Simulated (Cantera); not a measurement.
Charge: 1 mol FeS₂, 0.13 mol SO₃, 0.25 mol H₂O, equilibrated at 3.10 bar.

These are equilibrium values from Cantera (NASA tables, ideal gas, pure condensed phases), not measurements of a reactor. Candidate condensed phases: Fe, FeO, Fe(OH)₂, Fe(OH)₃, FeS, FeSO₄, FeS₂, Fe₂O₃, Fe₂(SO₄)₃, Fe₃O₄, H₂O, H₂SO₄, S; 22 gas species. FeS: taken at fixed stoichiometry. Rates play no part.

### Question
Which condensed phases are stable at each of these points (T (°C)): 1152, 1177, 1202, 1227, 1252, 1277, 1302?

### Answer
```csv
T (°C),condensed phases,Fe condensed (%)
1152,FeS(s),100.0
1177,FeS(s),100.0
1202,FeS(l),100.0
1227,FeS(l),100.0
1252,FeS(l),100.0
1277,FeS(l),100.0
1302,FeS(l),100.0
```

From 1152 °C to 1177 °C the condensed part is FeS(s). From 1202 °C to 1302 °C the condensed part is FeS(l).
